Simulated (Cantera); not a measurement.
## Hydrocarbon pyrolysis for carbon deposition

An isothermal, constant-pressure homogeneous reactor starts with C₂H₆ : N₂ = 1 : 84 (molar parts), at 1450 K and 0.00237 atm.

Model: GRI-Mech 3.0 (53 species, 325 reactions), integrated in Cantera. GRI-Mech 3.0 stops at C3 and has no aromatics, soot or wall deposition, so with more carbon than oxygen in the feed, carbon stays in small species such as C2H2 where larger ones or solid carbon would form. Radical loss at walls, strong at low pressure, is not modelled.

| t (s) | x C₂H₆ | x HCN | x H | x C₂H | x C₂H₄ |
|---|---|---|---|---|---|
| 9.00e-5 | 0.0118 | <1e-12 | 3.17e-9 | <1e-12 | 6.45e-10 |
| 0.000196 | 0.0117 | <1e-12 | 1.01e-8 | <1e-12 | 5.22e-9 |
| 0.000429 | 0.0117 | <1e-12 | 4.91e-8 | <1e-12 | 4.53e-8 |
| 0.000935 | 0.0117 | <1e-12 | 3.08e-7 | <1e-12 | 4.05e-7 |
| 0.00204 | 0.0116 | <1e-12 | 1.96e-6 | <1e-12 | 3.80e-6 |
| 0.00445 | 0.0114 | 2.16e-10 | 1.18e-5 | <1e-12 | 3.91e-5 |
| 0.00972 | 0.0106 | 2.48e-8 | 5.21e-5 | 8.35e-11 | 0.000378 |
| 0.0212 | 0.00810 | 3.00e-7 | 0.000122 | 4.67e-9 | 0.00208 |
| 0.0463 | 0.00305 | 1.26e-6 | 0.000235 | 4.32e-8 | 0.00557 |
| 0.101 | 0.000188 | 3.16e-6 | 0.000272 | 1.30e-7 | 0.00517 |
| 0.220 | 8.76e-6 | 4.18e-6 | 0.000141 | 8.87e-8 | 0.00253 |
| 0.481 | 2.36e-6 | 4.49e-6 | 8.11e-5 | 5.58e-8 | 0.00104 |
| 1.05 | 1.04e-6 | 4.65e-6 | 5.37e-5 | 3.81e-8 | 0.000320 |
| 2.29 | 5.23e-7 | 4.75e-6 | 3.79e-5 | 2.71e-8 | 7.37e-5 |
| 5.00 | 2.66e-7 | 4.83e-6 | 2.71e-5 | 1.94e-8 | 2.31e-5 |
x: mole fraction; the columns are a selection and need not sum to one.

Equilibrium at this temperature and pressure: C₂H₆ <1e-12, HCN 0.0194, H 2.95e-5, C₂H 3.10e-9, C₂H₄ 4.62e-8 (gas phase only).
